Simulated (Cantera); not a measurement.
Charge: 1 mol MgO, 0.51 mol C, 2.6 mol H2, held at 998.15 K.

Cantera equilibrium calculation (NASA polynomials, part measured and part estimated; ideal gas, pure solids and liquids). Candidate condensed phases: C, C6H6, C7H8, C8H18, H2O, Mg, MgCO3, MgO, Mg(OH)2; 116 gas species. Equilibrium is a limit: real reactors are often held back by kinetics, nucleation or transport.

Task: Which condensed phases are stable at each of these points (P (Pa)): 10, 52, 270, 1400, 7200, 37000, 190000, 1000000?

Result: 
```tsv
P (Pa)	condensed phases	Mg condensed (%)
10	C(graphite) + MgO(s)	100.0
52	C(graphite) + MgO(s)	100.0
270	C(graphite) + MgO(s)	100.0
1400	C(graphite) + MgO(s)	100.0
7200	C(graphite) + MgO(s)	100.0
37000	C(graphite) + MgO(s)	100.0
190000	C(graphite) + MgO(s)	100.0
1000000	MgO(s)	100.0
```

From 10.0 Pa to 1.90 bar the condensed part is C(graphite) + MgO(s). At 10.0 bar the condensed part is MgO(s).
